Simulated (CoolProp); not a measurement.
Properties of n-octane at several states (Tc = 568.7 K, pc = 2.484 MPa, ω = 0.398).

Computed with CoolProp (reference Helmholtz-energy equation of state, Beckmüller 2019).

```
T (K)  p (MPa)   phase  Joule-Thomson coefficient (K/MPa)  conductivity (mW/(m K))
-----  -------  ------  ---------------------------------  -----------------------
590.3   0.0195     gas                              6.932                     42.2
493.3    0.355     gas                              14.59                     31.2
540.4     1.21     gas                              14.74                     39.9
570.7    0.802     gas                              9.250                     41.5
328.7    0.785  liquid                            -0.3769                      116
```

Thermal conductivity comes from a separate model (Huber 2005).
